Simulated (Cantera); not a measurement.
## PbO + CO + N2 (iron carbonyl, mercury and lead vapours)

A closed system holds: 1 mol PbO, 2.1 mol CO, 51 mol N2, at 1 atm.

Method: chemical equilibrium by Gibbs-energy minimisation in Cantera with the NASA 1993 tables (ideal gas, pure condensed phases). Candidate condensed phases: C, Pb, PbO, PbO2, Pb3O4; 27 gas species. Rates play no part.

From 427 °C to 502 °C the condensed part is C(graphite) + Pb(l). From 577 °C to 1177 °C the condensed part is Pb(l). From 1252 °C to 1327 °C nothing is condensed.

```csv
T (°C),x N2,x CO2,x CO,x Pb,n C(graphite),n Pb(l)
427,0.969,0.0281,0.00262,1.10e-9,0.481,1.00
502,0.966,0.0242,0.0102,2.46e-8,0.279,1.000
577,0.960,0.0188,0.0207,3.14e-7,0,1.000
652,0.960,0.0188,0.0207,2.64e-6,0,1.000
727,0.960,0.0188,0.0207,1.60e-5,0,0.999
802,0.960,0.0188,0.0207,7.49e-5,0,0.996
877,0.960,0.0188,0.0207,0.000286,0,0.985
952,0.960,0.0188,0.0207,0.000922,0,0.951
1027,0.958,0.0188,0.0207,0.00259,0,0.862
1102,0.954,0.0187,0.0206,0.00648,0,0.653
1177,0.946,0.0185,0.0204,0.0147,0,0.207
1252,0.943,0.0185,0.0204,0.0185,0,0
1327,0.943,0.0184,0.0204,0.0184,0,0
```
x: gas mole fraction; n: condensed amount in mol.
